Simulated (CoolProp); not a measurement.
Vapour-liquid equilibrium of isopentane (1) + R365MFC (2) at 0.0176 MPa; x and y are mole fractions of (1).

Values from CoolProp's multi-fluid Helmholtz-energy mixture model, Lemmon 2006 and Lemmon 2016; pair parameters Bell 2016.

```tsv
x	bubble temperature, mixture model (°C)	bubble temperature, Raoult's law (°C)	y, mixture model	y, Raoult's law
0.05	-7.6	-1.8	0.324	0.091
0.15	-14.5	-3.5	0.573	0.253
0.25	-17.3	-5.0	0.655	0.393
0.35	-18.2	-6.5	0.686	0.513
0.45	-18.5	-8.0	0.696	0.618
0.55	-18.5	-9.3	0.698	0.710
0.65	-18.6	-10.6	0.699	0.789
0.75	-18.5	-11.8	0.710	0.859
0.85	-18.2	-13.0	0.748	0.921
0.95	-16.7	-14.1	0.864	0.975
```

The largest gap from Raoult's law is -12.3 K in bubble temperature, at x = 0.25. y crosses x between x = 0.65 and 0.75: the model has an azeotrope there.

Pair parameters are fitted to limited data, so mixtures are less certain than the pure fluids. With so large a gap from Raoult's law the liquid may split in two, which this calculation doesn't test in full.
